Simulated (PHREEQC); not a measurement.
Make-up at 25 °C: 0.027 mol/kgw ZnSO4, 0.00028 mol/kgw H3BO3 and 0.013 mol/kgw FeSO4. Closed to the air; pH follows from the charge balance.

All values are PHREEQC results (ion-association model, phreeqc.dat), not measurements.

- pH = 5.69
- ionic strength = 0.0916 mol/kgw
- density = 1.003 g/cm³

```
species     molality  activity   log γ
----------  --------  --------  ------
SO4-2         0.0210   0.00808  -0.416
Zn+2          0.0146   0.00567  -0.412
ZnSO4         0.0105    0.0107   0.009
Fe+2         0.00824   0.00338  -0.387
FeSO4        0.00476   0.00486   0.009
Zn(SO4)2-2   0.00184  0.000704  -0.418
H3BO3       0.000280  0.000286   0.009
ZnOH+        3.83e-6   3.01e-6  -0.104
H+           2.49e-6   2.06e-6  -0.081
HSO4-        2.06e-6   1.62e-6  -0.104
FeOH+        6.57e-7   5.18e-7  -0.103
H2BO3-       1.02e-7   7.98e-8  -0.104
FeHSO4+      8.37e-8   6.58e-8  -0.104
Zn(OH)2      1.64e-8   1.68e-8   0.009
OH-          6.38e-9   4.90e-9  -0.114
```

Precipitation was switched off in this run.
